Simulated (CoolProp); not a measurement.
Carbonyl sulfide along the isotherm 33.75 °C: density (kg/m³) from the reference equation and from simpler models built on Tc = 105.6 °C, pc = 6.369 MPa, ω = 0.098; each cubic takes its own stable root.

Computed with CoolProp (reference Helmholtz-energy equation of state, Lemmon 2006). It is a short technical equation, of lower accuracy than the large ones.

```
p (MPa)   phase  reference  van der Waals  Redlich-Kwong  Soave-Redlich-Kwong  Peng-Robinson
-------  ------  ---------  -------------  -------------  -------------------  -------------
0.0101      gas     0.2380         0.2380         0.2380               0.2380         0.2380
0.0163      gas     0.3844         0.3842         0.3844               0.3844         0.3844
0.0263      gas     0.6208         0.6204         0.6208               0.6208         0.6209
0.0425      gas      1.005          1.004          1.005                1.005          1.005
0.0686      gas      1.626          1.624          1.626                1.626          1.627
0.111       gas      2.643          2.636          2.642                2.643          2.645
0.179       gas      4.292          4.274          4.290                4.291          4.297
0.289       gas      7.012          6.961          7.004                7.009          7.024
0.467       gas      11.56          11.42          11.54                11.55          11.59
0.755       gas      19.35          18.94          19.27                19.31          19.42
1.22        gas      33.37          32.03          33.08                33.20          33.53
1.97     liquid      965.9          56.61          872.8                886.3           1005
3.18     liquid      971.8          624.2          882.5                895.2           1014
```

At some of these states van der Waals gives the other phase, because its saturation line lies elsewhere.
